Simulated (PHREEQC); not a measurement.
Ca(OH)2 is added in steps, without added water, to 1 kg of water holding 0.0012 mol/kgw CaSO4, 0.0021 mol/kgw Na2HPO4 and 7.9e-07 mol/kgw H4SiO4, at 20 °C. O2 is buffered at 0.21 atm. CO2 from the air is kept out. Only these solids could form: Gypsum, Portlandite, Hydroxyapatite, Quartz, Mirabilite.

Base run: PHREEQC, ion-association model, wateq4f.dat. Each further column changes one thing. The table gives Ca in solution (mol/kgw).

```json
[
 {"Ca(OH)2 added (mol)": "0", "base": "0.000132", "all activity coefficients set to 1": "9.08e-5", "metal-ligand complexes left out": "0.000108", "Davies equation for every ion": "0.000133", "Debye-Hückel limiting law": "0.000139"},
 {"Ca(OH)2 added (mol)": "0.000375", "base": "6.21e-5", "all activity coefficients set to 1": "4.03e-5", "metal-ligand complexes left out": "4.85e-5", "Davies equation for every ion": "6.28e-5", "Debye-Hückel limiting law": "6.60e-5"},
 {"Ca(OH)2 added (mol)": "0.00075", "base": "9.49e-6", "all activity coefficients set to 1": "6.33e-6", "metal-ligand complexes left out": "6.64e-6", "Davies equation for every ion": "9.59e-6", "Debye-Hückel limiting law": "1.01e-5"},
 {"Ca(OH)2 added (mol)": "0.001125", "base": "2.06e-6", "all activity coefficients set to 1": "2.16e-6", "metal-ligand complexes left out": "9.40e-8", "Davies equation for every ion": "2.06e-6", "Debye-Hückel limiting law": "2.05e-6"},
 {"Ca(OH)2 added (mol)": "0.0015", "base": "2.00e-6", "all activity coefficients set to 1": "2.12e-6", "metal-ligand complexes left out": "6.43e-8", "Davies equation for every ion": "2.00e-6", "Debye-Hückel limiting law": "1.99e-6"},
 {"Ca(OH)2 added (mol)": "0.001875", "base": "1.69e-6", "all activity coefficients set to 1": "1.78e-6", "metal-ligand complexes left out": "6.70e-8", "Davies equation for every ion": "1.69e-6", "Debye-Hückel limiting law": "1.68e-6"},
 {"Ca(OH)2 added (mol)": "0.00225", "base": "9.35e-7", "all activity coefficients set to 1": "9.09e-7", "metal-ligand complexes left out": "1.91e-7", "Davies equation for every ion": "9.37e-7", "Debye-Hückel limiting law": "9.43e-7"},
 {"Ca(OH)2 added (mol)": "0.002625", "base": "0.000325", "all activity coefficients set to 1": "0.000325", "metal-ligand complexes left out": "0.000325", "Davies equation for every ion": "0.000325", "Debye-Hückel limiting law": "0.000325"},
 {"Ca(OH)2 added (mol)": "0.003", "base": "0.000700", "all activity coefficients set to 1": "0.000700", "metal-ligand complexes left out": "0.000700", "Davies equation for every ion": "0.000700", "Debye-Hückel limiting law": "0.000700"}
]
```

H3PO4, which wateq4f.dat lacks, is added to it with the constant of phreeqc.dat.
